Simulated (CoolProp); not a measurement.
Saturation properties of acetone.

Computed with CoolProp (reference Helmholtz-energy equation of state, Lemmon 2006). It is a short technical equation, of lower accuracy than the large ones.

```tsv
T (K)	p (MPa)	liquid density (kg/m³)	vapour density (kg/m³)	liquid cp (kJ/(kg K))	surface tension (mN/m)
399.8	0.7025	656.2	14.76	2.518	10.5
408.9	0.8549	642.3	18.05	2.570	9.52
418	1.031	627.8	21.94	2.629	8.51
427.1	1.234	612.5	26.58	2.696	7.52
436.2	1.465	596.2	32.10	2.773	6.55
445.3	1.727	578.9	38.73	2.866	5.60
454.4	2.024	560.2	46.75	2.980	4.67
463.5	2.358	539.8	56.59	3.130	3.76
```

It boils at 329.2 K under 1 atm.

Surface tension comes from a separate correlation (Mulero 2012).
